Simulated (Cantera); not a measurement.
A perfectly stirred reactor is fed with 2.41 % H₂, 5.74 % O₂, 91.8 % N₂, equivalence ratio 0.21, at 97.5 Torr; it is held at 1398 K, and followed from long to short residence time.

Computed with Cantera and the H2/O2 subset of GRI-Mech 3.0, which has no nitrogen chemistry.

x: mole fraction; the columns are a selection and need not sum to one.

```json
[
 {"τ (s)": "2.1", "x H₂": "4.69e-5", "x O₂": "0.0458", "x H₂O": "0.0242", "x H₂O₂": "2.18e-8", "x HO₂": "3.97e-7", "x OH": "0.000277", "x H": "2.20e-5"},
 {"τ (s)": "0.76", "x H₂": "?", "x O₂": "0.0457", "x H₂O": "0.0241", "x H₂O₂": "?", "x HO₂": "?", "x OH": "?", "x H": "?"},
 {"τ (s)": "0.27", "x H₂": "0.000175", "x O₂": "0.0456", "x H₂O": "0.0239", "x H₂O₂": "4.92e-8", "x HO₂": "8.69e-7", "x OH": "0.000542", "x H": "0.000165"},
 {"τ (s)": "0.099", "x H₂": "0.000326", "x O₂": "0.0454", "x H₂O": "0.0235", "x H₂O₂": "6.78e-8", "x HO₂": "1.12e-6", "x OH": "0.000742", "x H": "0.000426"},
 {"τ (s)": "0.036", "x H₂": "0.000586", "x O₂": "0.0451", "x H₂O": "0.0227", "x H₂O₂": "8.74e-8", "x HO₂": "1.33e-6", "x OH": "0.000997", "x H": "0.00105"},
 {"τ (s)": "0.013", "x H₂": "0.000993", "x O₂": "0.0448", "x H₂O": "0.0215", "x H₂O₂": "1.04e-7", "x HO₂": "1.48e-6", "x OH": "0.00129", "x H": "0.00233"},
 {"τ (s)": "0.0047", "x H₂": "0.00154", "x O₂": "0.0446", "x H₂O": "0.0198", "x H₂O₂": "1.13e-7", "x HO₂": "1.56e-6", "x OH": "0.00156", "x H": "0.00428"},
 {"τ (s)": "0.0017", "x H₂": "?", "x O₂": "0.0447", "x H₂O": "?", "x H₂O₂": "1.21e-7", "x HO₂": "1.60e-6", "x OH": "?", "x H": "?"},
 {"τ (s)": "0.00061", "x H₂": "0.00372", "x O₂": "0.0455", "x H₂O": "0.0158", "x H₂O₂": "1.32e-7", "x HO₂": "1.63e-6", "x OH": "0.00197", "x H": "0.00727"}
]
```

Q: Fill in the missing entries.

A: 
- 0.76, x H₂: 9.06e-5
- 0.76, x H₂O₂: 3.34e-8
- 0.76, x HO₂: 6.11e-7
- 0.76, x OH: 0.000387
- 0.76, x H: 6.00e-5
- 0.0017, x H₂: 0.00231
- 0.0017, x H₂O: 0.0179
- 0.0017, x OH: 0.00179
- 0.0017, x H: 0.00620
